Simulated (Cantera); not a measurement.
## Thermodynamics of roasting and sulfation, feed MgO + H₂S + H₂O

A closed system holds: 1 mol MgO, 0.28 mol H₂S, 4.7 mol H₂O, at 74000 Pa.

Method: chemical equilibrium by Gibbs-energy minimisation in Cantera with the NASA 1993 tables (ideal gas, pure condensed phases). Candidate condensed phases: H₂O, H₂SO₄, Mg, MgO, Mg(OH)₂, MgS, MgSO₄, S; 26 gas species. Kinetics and transport are ignored.

From 1050 °C to 1700 °C the condensed part is MgO(s).

```csv
T (°C),x H₂O,x H₂,x SO₂,x H₂S,x S₂,x SO,x SH,n MgO(s)
1050,0.900,0.0507,0.0131,0.0308,0.00542,7.83e-5,0.000121,1.00
1100,0.892,0.0589,0.0155,0.0274,0.00577,0.000129,0.000172,1.00
1150,0.884,0.0673,0.0182,0.0241,0.00596,0.000205,0.000235,1.00
1200,0.876,0.0759,0.0209,0.0209,0.00597,0.000312,0.000309,1.000
1250,0.867,0.0844,0.0237,0.0180,0.00581,0.000456,0.000392,1.000
1300,0.859,0.0927,0.0266,0.0153,0.00550,0.000646,0.000482,1.000
1350,0.850,0.101,0.0294,0.0129,0.00506,0.000885,0.000574,1.000
1400,0.842,0.109,0.0321,0.0108,0.00452,0.00118,0.000664,1.000
1450,0.834,0.116,0.0347,0.00885,0.00393,0.00152,0.000746,1.000
1500,0.827,0.122,0.0370,0.00718,0.00332,0.00191,0.000814,1.000
1550,0.821,0.128,0.0391,0.00575,0.00272,0.00234,0.000866,1.000
1600,0.815,0.133,0.0408,0.00454,0.00216,0.00279,0.000897,1.000
1650,0.810,0.137,0.0422,0.00354,0.00167,0.00326,0.000906,1.000
1700,0.806,0.141,0.0433,0.00273,0.00126,0.00373,0.000896,1.000
```
x: gas mole fraction; n: condensed amount in mol.
